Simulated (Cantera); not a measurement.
# Stirred combustor or abatement burner

A perfectly stirred reactor is fed with 10.8 % CO, 1.41 % H₂, 1.84 % CH₄, 16.9 % O₂, 63.6 % N₂, 5.42 % H₂O, equivalence ratio 0.58, at 1000000 Pa; it is adiabatic with a 725 K inlet, and is followed from long to short residence time, starting on the burning branch (τ in s: 0.42, 0.15, 0.056, 0.02, 0.0073, 0.0026, 0.00096, 0.00035, 0.00013, 4.6e-05).

Computed with Cantera and GRI-Mech 3.0 (53 species, 325 reactions).

| τ (s) | T (K) | x CO | x H₂ | x CH₄ | x H | x H₂O₂ | x CO₂ | x CH₃ |
|---|---|---|---|---|---|---|---|---|
| 0.42 | 2058 | 0.000345 | 5.83e-5 | 7.35e-8 | 5.88e-6 | 2.15e-7 | 0.135 | 2.24e-8 |
| 0.15 | 2060 | 0.000372 | 6.05e-5 | 2.01e-7 | 6.19e-6 | 2.19e-7 | 0.135 | 6.15e-8 |
| 0.056 | 2061 | 0.000430 | 6.46e-5 | 5.22e-7 | 6.74e-6 | 2.24e-7 | 0.135 | 1.61e-7 |
| 0.020 | 2061 | 0.000580 | 7.50e-5 | 1.38e-6 | 8.15e-6 | 2.35e-7 | 0.134 | 4.25e-7 |
| 0.0073 | 2057 | 0.000937 | 9.98e-5 | 3.34e-6 | 1.19e-5 | 2.60e-7 | 0.134 | 1.03e-6 |
| 0.0026 | 2050 | 0.00175 | 0.000158 | 7.55e-6 | 2.23e-5 | 3.19e-7 | 0.133 | 2.31e-6 |
| 0.00096 | 2036 | 0.00335 | 0.000271 | 1.55e-5 | 4.87e-5 | 4.31e-7 | 0.131 | 4.56e-6 |
| 0.00035 | 2008 | 0.00650 | 0.000485 | 3.15e-5 | 0.000115 | 6.25e-7 | 0.128 | 8.58e-6 |
| 0.00013 | 1958 | 0.0125 | 0.000841 | 6.61e-5 | 0.000257 | 9.40e-7 | 0.121 | 1.58e-5 |
| 4.6e-5 | 1849 | 0.0264 | 0.00142 | 0.000179 | 0.000506 | 1.57e-6 | 0.106 | 3.25e-5 |
x: mole fraction; the columns are a selection and need not sum to one.
